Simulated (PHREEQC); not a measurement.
**Spent oxide etchant: an equilibrium model**

A solution holds 0.078 mol/kgw HF, 0.00041 mol/kgw H2SiF6 and 0.016 mol/kgw H2SO4, at 20 °C. Closed to the air; pH follows from the charge balance.

Equilibrium calculation in PHREEQC: ion-association model, phreeqc.dat.

This is a speciation only: nothing precipitates in the calculation.

Task: Estimate the pH, ionic strength.

Result: pH 1.62; ionic strength 0.0348 mol/kgw.

Task: In which forms is F present?

Result: HF 92 %, F- 3.4 %, SiF6-2 3.1 %, HF2- 1.8 % of the F.

SiF6-2 is the database's only silicon fluoride.
